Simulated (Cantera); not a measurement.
Cantera run, input and output.

```python
import numpy as np
import cantera as ct

surf = ct.Interface("ptcombust.yaml", "Pt_surf")
gas = surf.adjacent["gas"]
gas.TPX = 1125, 34000, {'CH4': 0.0062, 'O2': 0.047, 'N2': 0.79}
surf.TP = 1125, 34000
reactor = ct.FlowReactor(gas, clone=False)
reactor.area = 0.0001  # m2
reactor.surface_area_to_volume_ratio = 240  # 1/m
reactor.mass_flow_rate = 0.12 * reactor.area * gas.density  # inlet velocity 0.12 m/s
reactor.energy_enabled = False
wall = ct.ReactorSurface(surf, reactor, clone=False)
net = ct.ReactorNet([reactor])
net.rtol, net.atol = 1e-8, 1e-16
show, cover = ['CH4', 'O2', 'H2O', 'CO2', 'CO'], ['PT(S)', 'H(S)', 'O(S)', 'OH(S)', 'CO(S)', 'C(S)']

rows = []
print(f"{'z/m':>9s}{'u/(m/s)':>9s}" + "".join(f"{s:>13s}" for s in show + cover))
for z in [0.00016, 0.00032, 0.00061, 0.0012, 0.0023, 0.0044, 0.0085, 0.016]:
    net.advance(z)
    rows.append([reactor.speed, *gas[show].X, *surf[cover].coverages])
    print(f"{z:9.4g}{rows[-1][0]:9.3g}" + "".join(f"{x:13.4e}" for x in rows[-1][1:]))
```

Output:

```
      z/m  u/(m/s)          CH4           O2          H2O          CO2           CO        PT(S)         H(S)         O(S)        OH(S)        CO(S)         C(S)
  0.00016     0.12   6.2673e-03   5.3581e-02   2.1638e-03   1.0728e-03   7.8598e-06   4.5457e-01   5.7822e-07   5.4499e-01   4.3339e-04   5.7854e-06   6.3452e-08
  0.00032     0.12   5.3306e-03   5.1720e-02   4.0260e-03   2.0030e-03   6.7214e-06   4.5636e-01   7.7235e-07   5.4306e-01   5.7495e-04   4.9838e-06   5.4654e-08
  0.00061     0.12   3.9572e-03   4.8998e-02   6.7504e-03   3.3625e-03   5.0348e-06   4.5911e-01   9.9754e-07   5.4015e-01   7.3454e-04   3.7725e-06   4.1357e-08
   0.0012     0.12   2.1288e-03   4.5387e-02   1.0367e-02   5.1643e-03   2.7535e-06   4.6296e-01   1.2468e-06   5.3613e-01   9.0402e-04   2.0868e-06   2.2850e-08
   0.0023     0.12   6.5072e-04   4.2473e-02   1.3287e-02   6.6163e-03   8.7934e-07   4.6626e-01   1.4265e-06   5.3272e-01   1.0206e-03   6.5663e-07   7.1451e-09
   0.0044     0.12   6.5440e-05   4.1300e-02   1.4460e-02   7.1994e-03   1.2206e-07   4.6764e-01   1.4953e-06   5.3129e-01   1.0639e-03   7.1196e-08   7.2540e-10
   0.0085     0.12   7.2257e-07   4.1149e-02   1.4614e-02   7.2777e-03   1.8012e-08   4.6783e-01   1.5042e-06   5.3110e-01   1.0695e-03   3.0567e-09   8.0201e-12
    0.016     0.12   8.1768e-10   4.1126e-02   1.4638e-02   7.2909e-03   9.2781e-09   4.6786e-01   1.5057e-06   5.3106e-01   1.0704e-03   1.2646e-09   9.0787e-15
```

Cantera simulation using Deutschmann's 1995 Pt surface mechanism with GRI-Mech 3.0 gas chemistry; the numbers are that mechanism's predictions, not measurements. Catalytic surfaces can have several steady states; this one follows from the mechanism file's or the stated starting coverage. Mass transfer to the wall is taken as infinitely fast.
